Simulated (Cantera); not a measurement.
# Equilibrium for silicon etching in halogen gases: Si + HF

Input: 1 mol Si, 6 mol HF, held at 500 K and 0.100 bar.

Equilibrium computed with Cantera from the NASA thermochemical tables; the gas is ideal and each condensed phase is pure. Candidate condensed phases: Si; 25 gas species. Kinetics and transport are ignored.

| Property | Value |
|---|---|
| x(H₂) | 0.400 |
| x(HF) | 0.400 |
| x(SiF₄) | 0.200 |
| x(H₂F₂) | 2.21e-5 |
| gas amount | 5.000 mol |
| log10 activity of Si(s) (absent) | -44.85 |
